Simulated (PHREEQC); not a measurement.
A solution holds 23 mmol/kgw HF, 3 mmol/kgw CaCl2 and 0.084 mmol/kgw MnSO4, at 10 °C. Closed to the air; pH follows from the charge balance.

The numbers come from PHREEQC with the ion-association model, wateq4f.dat.

Each row changes one thing in this solution. No solid was allowed to form.

| case | pH | ionic strength (mol/kgw) | SO4-2 (mol/kgw) | CaSO4 (mol/kgw) | HSO4- (mol/kgw) | MnCl+ (mol/kgw) | SI of Gypsum (CaSO4:2H2O) | SI of Portlandite (Ca(OH)2) |
|---|---|---|---|---|---|---|---|---|
| as made | 2.41 | 0.0135 | 5.93e-5 | 1.23e-5 | 1.18e-5 | 1.28e-6 | -2.55 | -21.91 |
| HF left out | 7.22 | [?] | 6.75e-5 | 1.62e-5 | 2.21e-10 | 1.38e-6 | -2.43 | -12.26 |
| diluted 10-fold with water | 2.99 | [?] | 7.64e-6 | 2.67e-7 | 4.87e-7 | [?] | -4.22 | -21.64 |
| CaCl2 from 0.003 to 0.0003 mol/kgw | 2.41 | 0.00534 | [?] | 1.85e-6 | [?] | 1.49e-7 | -3.38 | -22.84 |

### Question
Fill in the missing entries.

### Answer

- HF left out, ionic strength (mol/kgw): 0.00927
- diluted 10-fold with water, ionic strength (mol/kgw): 0.00200
- diluted 10-fold with water, MnCl+ (mol/kgw): 1.68e-8
- CaCl2 from 0.003 to 0.0003 mol/kgw, SO4-2 (mol/kgw): 6.69e-5
- CaCl2 from 0.003 to 0.0003 mol/kgw, HSO4- (mol/kgw): 1.48e-5

Species that the database lacks are ignored. Some of these states are supersaturated (in Fluorite, for instance). wateq4f.dat counts part of the HF as a dimer, H2F2, which phreeqc.dat doesn't know; its constant is uncertain. Constants without temperature data keep their 25 °C values here.
